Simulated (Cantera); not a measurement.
What does this Cantera script print?

```python
import numpy as np
import cantera as ct

gas_names = """
    Si2C CCL4 SiCL2
""".split()
cond_names = """
    C(gr)
""".split()


# ... load() reads the species with a 1 bar reference pressure and builds the phases ...
species = {s.name: s for s in load("nasa_gas.yaml", gas_names) + load("nasa_condensed.yaml", cond_names)}
# Each term lists the table entries of one substance; the one whose range holds T is used.
reactions = {
    'Si2C(g) + CCl4(g) = 2 SiCl2(g) + 2 C':
        [(-1, ['Si2C']), (-1, ['CCL4']), (2, ['SiCL2']), (2, ['C(gr)'])],
}


def pick(names, T):
    return next(species[n] for n in names if species[n].thermo.min_temp <= T <= species[n].thermo.max_temp)


results = []
for label, terms in reactions.items():
    print(label)
    print("     T/K   dH/kJ  dS/(J/K)   dG/kJ   log10 K")
    for T in [300, 550, 750, 950, 1150, 1350, 1550, 1750, 1950, 2150, 2350, 2550]:
        used = [(nu, pick(names, T)) for nu, names in terms]
        dH = sum(nu * s.thermo.h(T) for nu, s in used) / 1e6
        dS = sum(nu * s.thermo.s(T) for nu, s in used) / 1e3
        dG = dH - T * dS / 1e3
        logK = -dG * 1e6 / (ct.gas_constant * T * np.log(10))
        results.append((label, T, dH, dS, dG, logK, [s.name for _, s in used]))
        print(f"{T:8g} {dH:8.1f} {dS:8.1f} {dG:8.1f} {logK:8.2f}")
```

Output:

```
Si2C(g) + CCl4(g) = 2 SiCl2(g) + 2 C
     T/K   dH/kJ  dS/(J/K)   dG/kJ   log10 K
     300   -777.0     21.7   -783.5   136.42
     550   -779.6     15.4   -788.1    74.84
     750   -781.2     12.9   -790.9    55.08
     950   -782.5     11.4   -793.3    43.62
    1150   -783.5     10.4   -795.5    36.13
    1350   -784.3      9.8   -797.5    30.86
    1550   -785.0      9.3   -799.4    26.94
    1750   -785.7      8.9   -801.2    23.91
    1950   -786.3      8.6   -802.9    21.51
    2150   -786.9      8.2   -804.6    19.55
    2350   -787.6      7.9   -806.2    17.92
    2550   -788.3      7.6   -807.8    16.55
```

Source: NASA polynomial tables (part measured, part estimated), evaluated in Cantera. Condensed species are held in their standard states even where they would react or evaporate.
